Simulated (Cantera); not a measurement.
A perfectly stirred reactor is fed with CO : H₂ : CH₄ : O₂ : N₂ = 1 : 0.037 : 0.062 : 0.88 : 3.31 (molar parts), at 1.30 bar; it is adiabatic with a 700 K inlet, and is followed from long to short residence time, starting on the burning branch (τ in s: 0.21, 0.079, 0.03, 0.011, 0.0042, 0.0016, 0.0006, 0.00023, 8.6e-05, 3.2e-05, 1.2e-05, 4.6e-06).

Detailed kinetics in Cantera: GRI-Mech 3.0 (53 species, 325 reactions).

One state of this run: T (K) = 2268; x CO = 0.0246; x H₂ = 0.000668; x CH₄ = 1.50e-6; x HCO = 2.99e-8; x NO₂ = 1.14e-6; x HO₂ = 2.25e-6; x NO = 0.00179. x: mole fraction; the columns are a selection and need not sum to one.

Problem. Which value of τ (s) does it belong to?
A) 1.2e-5
B) 0.011
C) 8.6e-5
D) 4.6e-6

Solution. B, 0.011
